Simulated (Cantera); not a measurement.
Input: 1 mol BF₃, 1.1 mol NH₃, 0.7 mol N₂, held at 1350 K and 1.50 mbar.

Equilibrium computed with Cantera from the NASA thermochemical tables; the gas is ideal and each condensed phase is pure. Candidate condensed phases: B, BN; 31 gas species. The tables' values for BF₂ are old estimates; treat these amounts as uncertain. Kinetics and transport are ignored.

Base state: H₂ 0.408, N₂ 0.316, BF₃ 0.246, HF 0.0279, BHF₂ 0.000928, BF₂ 0.000702, H 3.93e-5, BF 1.03e-5 (mole fractions); condensed: BN(s).

Question: What changes in the equilibrium state with this change: BF₃ replaced by B₂H₆?

Answer: 
| species | before | after |
|---|---|---|
| H₂ | 0.408 | 0.949 |
| N₂ | 0.316 | 0.0510 |
| H | 3.93e-5 | 5.99e-5 |
| BF₃ | 0.246 | 0 |
| HF | 0.0279 | 0 |
| BHF₂ | 0.000928 | 0 |
| BF₂ | 0.000702 | 0 |
| BF | 1.03e-5 | 0 |
| BN(s), mol | 0.0341 | 2.00 |
The feed counts by its element totals alone.

Question: What changes in the equilibrium state with this change: BF₃ replaced by B₂O₃?

Answer: 
| species | before | after |
|---|---|---|
| H₂ | 0.408 | 0.566 |
| N₂ | 0.316 | 0.430 |
| HBO₂ | 0 | 0.00285 |
| BF₃ | 0.246 | 0 |
| HF | 0.0279 | 0 |
| BHF₂ | 0.000928 | 0 |
| HBO | 0 | 0.000769 |
| BN(s), mol | 0.0341 | 0.00278 |
| B₂O₃(l), mol | 0 | 0.992 |
Mutual solubility and eutectic melting of coexisting phases are not modelled. Further candidate phases: B₂O₃, B₃O₃H₃, H₂O.
